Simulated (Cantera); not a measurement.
## Adiabatic ignition

An adiabatic, constant-volume homogeneous reactor starts with 14.1 % H2, 18.0 % O2, 67.9 % N2, at 1050 K and 0.940 bar.

Detailed kinetics in Cantera: GRI-Mech 3.0 (53 species, 325 reactions).

| t (s) | T (K) | P (bar) | x H2 | x O2 | x H2O2 | x NO | x HO2 |
|---|---|---|---|---|---|---|---|
| 2.00e-6 | 1050 | 0.940 | 0.141 | 0.180 | <1e-12 | <1e-12 | 1.40e-10 |
| 4.31e-6 | 1050 | 0.940 | 0.141 | 0.180 | <1e-12 | <1e-12 | 3.30e-10 |
| 9.28e-6 | 1050 | 0.940 | 0.141 | 0.180 | <1e-12 | <1e-12 | 8.81e-10 |
| 2.00e-5 | 1050 | 0.940 | 0.141 | 0.180 | 4.38e-12 | <1e-12 | 3.34e-9 |
| 4.31e-5 | 1050 | 0.940 | 0.141 | 0.180 | 6.52e-11 | <1e-12 | 3.85e-8 |
| 9.28e-5 | 1050 | 0.940 | 0.141 | 0.180 | 1.77e-8 | <1e-12 | 7.53e-6 |
| 0.000200 | 2164 | 1.82 | 0.00305 | 0.113 | 3.53e-7 | 3.09e-5 | 1.22e-5 |
| 0.000431 | 2274 | 1.90 | 0.000580 | 0.116 | 2.85e-7 | 6.73e-5 | 6.86e-6 |
| 0.000928 | 2274 | 1.90 | 0.000566 | 0.116 | 2.87e-7 | 0.000120 | 6.87e-6 |
| 0.00200 | 2274 | 1.90 | 0.000566 | 0.116 | 2.87e-7 | 0.000233 | 6.86e-6 |
| 0.00431 | 2274 | 1.90 | 0.000564 | 0.116 | 2.86e-7 | 0.000474 | 6.84e-6 |
| 0.00928 | 2272 | 1.90 | 0.000561 | 0.116 | 2.85e-7 | 0.000977 | 6.80e-6 |
| 0.0200 | 2270 | 1.89 | 0.000554 | 0.115 | 2.82e-7 | 0.00199 | 6.73e-6 |
| 0.0431 | 2265 | 1.89 | 0.000542 | 0.114 | 2.78e-7 | 0.00385 | 6.59e-6 |
| 0.0928 | 2259 | 1.88 | 0.000526 | 0.113 | 2.71e-7 | 0.00657 | 6.40e-6 |
| 0.200 | 2253 | 1.88 | 0.000511 | 0.112 | 2.65e-7 | 0.00899 | 6.22e-6 |
x: mole fraction; the columns are a selection and need not sum to one.

```
Quantity                                                               Value
---------------------------------  -----------------------------------------
time of steepest temperature rise                                   0.154 ms
temperature at 0.200 s                                                2253 K
equilibrium temperature                                               2250 K
x(H2) at 0.200 s                   0.000511 (gas-phase equilibrium 0.000505)
x(O2) at 0.200 s                         0.112 (gas-phase equilibrium 0.111)
x(H2O2) at 0.200 s                   2.65e-7 (gas-phase equilibrium 2.63e-7)
```
